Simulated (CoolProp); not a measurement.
Aqueous propylene glycol as a coolant, at 7 °C, 1 atm.

Computed with CoolProp (Melinder's fits for secondary coolants).

| mass % | freezing point (°C) | density (kg/m³) | conductivity (W/(m K)) | viscosity (mPa s) | Prandtl number |
|---|---|---|---|---|---|
| 5.5 | -1.4 | 1005 | 0.548 | 1.80 | 13.5 |
| 13.1 | -4.1 | 1012 | 0.511 | 2.42 | 19.1 |
| 20.7 | -7.5 | 1019 | 0.475 | 3.33 | 27.6 |
| 28.3 | -11.7 | ? | 0.441 | 4.69 | 40.9 |
| 36 | -17.1 | 1035 | 0.409 | 6.72 | 61.3 |
| 43.6 | -24.2 | 1042 | 0.378 | ? | ? |
| 51.2 | -34.0 | 1048 | 0.349 | 13.1 | 130 |
| 58.9 | -47.7 | 1051 | 0.321 | 17.9 | 184 |

Q: Fill in the missing entries.

A: 
- 28.3, density (kg/m³): 1027
- 43.6, viscosity (mPa s): 9.50
- 43.6, Prandtl number: 90.6
